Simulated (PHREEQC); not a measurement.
A made-up water analysis in mg/kgw, 20 °C, pH 6.47, pe 1.4: Na 45.3; K 30.6; Ca 25.7; Mg 3.48; Cl 31.8; S(6) as SO4 13.4; Alkalinity as HCO3 189; N(-3) as NH4 0.0303; B 0.0166.

Valence states are taken as typed.

Computed with PHREEQC (ion-association model, phreeqc.dat).

Q: The ionic strength comes out as 0.00514 mol/kgw. What activity coefficients do K+, Ca+2, HCO3-, NH4+, MgHCO3+ get?

A: K+ 0.93, Ca+2 0.74, HCO3- 0.93, NH4+ 0.92, MgHCO3+ 0.93.

No solid was allowed to form. Complexes and solids missing from the database can't appear.
